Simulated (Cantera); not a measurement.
A perfectly stirred reactor is fed with CH4 : CO2 : H2 = 1 : 0.87 : 0.091 (molar parts), at 14.0 bar; it is held at 1425 K, and followed from long to short residence time.

Model: GRI-Mech 3.0 (53 species, 325 reactions), integrated in Cantera. The pressure lies above the range GRI-Mech 3.0 was tuned for (to about 10 atm).

Q: What does this change do: pressure from 14.0 bar to 0.130 bar?

A: 
| quantity | before | after |
|---|---|---|
| x(CH4) at τ = 18.0 s | 0.235 | 0.201 |
| x(CO2) at τ = 18.0 s | 0.133 | 0.186 |
| x(H2) at τ = 18.0 s | 0.149 | 0.190 |
| x(CO) at τ = 18.0 s | 0.288 | 0.176 |
| x(H2O) at τ = 18.0 s | 0.146 | 0.152 |
| x(CH4) at τ = 0.230 s | 0.396 | 0.498 |
| x(CO2) at τ = 0.230 s | 0.366 | 0.439 |
| x(H2) at τ = 0.230 s | 0.0957 | 0.0549 |
| x(CO) at τ = 0.230 s | 0.0512 | 0.00195 |
| x(H2O) at τ = 0.230 s | 0.0505 | 0.00185 |

Q: What does this change do: pressure from 14.0 bar to 0.133 bar?

A: 
| quantity | before | after |
|---|---|---|
| x(CH4) at τ = 18.0 s | 0.235 | 0.199 |
| x(CO2) at τ = 18.0 s | 0.133 | 0.184 |
| x(H2) at τ = 18.0 s | 0.149 | 0.191 |
| x(CO) at τ = 18.0 s | 0.288 | 0.177 |
| x(H2O) at τ = 18.0 s | 0.146 | 0.153 |
| x(CH4) at τ = 0.230 s | 0.396 | 0.498 |
| x(CO2) at τ = 0.230 s | 0.366 | 0.439 |
| x(H2) at τ = 0.230 s | 0.0957 | 0.0550 |
| x(CO) at τ = 0.230 s | 0.0512 | 0.00199 |
| x(H2O) at τ = 0.230 s | 0.0505 | 0.00189 |

Q: What does this change do: H2 0.091 to 0.29 parts?

A: 
```csv
quantity,before,after
x(CH4) at τ = 18.0 s,0.235,0.245
x(CO2) at τ = 18.0 s,0.133,0.120
x(H2) at τ = 18.0 s,0.149,0.167
x(CO) at τ = 18.0 s,0.288,0.272
x(H2O) at τ = 18.0 s,0.146,0.156
x(CH4) at τ = 0.230 s,0.396,0.378
x(CO2) at τ = 0.230 s,0.366,0.320
x(H2) at τ = 0.230 s,0.0957,0.141
x(CO) at τ = 0.230 s,0.0512,0.0649
x(H2O) at τ = 0.230 s,0.0505,0.0642
```
